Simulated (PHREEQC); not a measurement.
0.23 g of hydrous ferric oxide (600 m²/g; 0.2 weak and 0.005 strong sites per Fe, Dzombak-Morel constants, diffuse double layer) in 1 kg of water with 0.3 mol/kgw of an inert sodium salt and 1.6e-06 mol BaCl2, at 25 °C; the pH is set by adding NaOH or the inert anion's acid. Oxygen alone is held at its pressure in air (log pO2 = -0.68). No CO2 enters from the air. Nothing may precipitate in this run.

The series has 13 steps of pH, from 3 to 9.

Equilibrium calculation in PHREEQC: ion-association model, wateq4f.dat.

### Question
Near which pH is half of the Ba sorbed, and on which side is more sorbed?

### Answer
Near pH 8.2, with more sorbed at higher pH.

Complexes and solids missing from the database can't appear. The oxide is taken as insoluble; below pH 4 it would dissolve.
